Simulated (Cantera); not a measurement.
An isothermal, constant-pressure homogeneous reactor starts with H2 : O2 = 0.027 : 1 (molar parts), equivalence ratio 0.013, at 1225 K and 1.20 Torr. Integrator tolerance rtol = 1e-08.

Detailed kinetics in Cantera: the H2/O2 subset of GRI-Mech 3.0, which has no nitrogen chemistry. Radical loss at walls, strong at low pressure, is not modelled.

Question: What does this change do: H2 0.027 to 0.095 parts?

Answer: 
```tsv
quantity	before	after
x(H2) at 2.00 s	0.000191 (gas-phase equilibrium 1.44e-8)	0.000892 (gas-phase equilibrium 5.06e-8)
x(O2) at 2.00 s	0.957 (gas-phase equilibrium 0.973)	0.888 (gas-phase equilibrium 0.909)
x(H2O) at 2.00 s	0.0245 (gas-phase equilibrium 0.0266)	0.0845 (gas-phase equilibrium 0.0907)
x(H2O2) at 2.00 s	5.56e-9 (gas-phase equilibrium 3.14e-11)	1.84e-8 (gas-phase equilibrium 1.03e-10)
x(HO2) at 2.00 s	2.07e-7 (gas-phase equilibrium 5.74e-9)	5.01e-7 (gas-phase equilibrium 1.01e-8)
```
The temperature is held fixed by assumption; the heat of reaction is taken as removed at once.
